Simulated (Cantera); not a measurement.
A closed system holds: 1 mol n-butane, 0.92 mol O2, 0.21 mol N2, equilibrated at 0.370 bar.

Cantera equilibrium calculation (NASA polynomials, part measured and part estimated; ideal gas, pure solids and liquids). Candidate condensed phases: C, C6H6, C7H8, C8H18, H2O; 169 gas species. Ions and electrons are included (thermal ionisation). The numbers say what is thermodynamically allowed, not how fast it happens. All values below are at 4500 K.

Base state: H 0.704, CO 0.136, C 0.102, H2 0.0154, C2 0.0132, N2 0.00962, CN 0.00921, C3 0.00565 (mole fractions); condensed: gas only.

Problem. What changes in the equilibrium state with this change: 0.54 mol NH3 added?

Solution. 
| species | before | after |
|---|---|---|
| H | 0.704 | 0.719 |
| CO | 0.136 | 0.119 |
| C | 0.102 | 0.0901 |
| N2 | 0.00962 | 0.0230 |
| CN | 0.00921 | 0.0126 |
| C2 | 0.0132 | 0.0103 |
| H2 | 0.0154 | 0.0160 |
| C4 | 2.01e-5 | 1.24e-5 |
| NH | 1.00e-5 | 1.58e-5 |
| N | 0.00145 | 0.00224 |
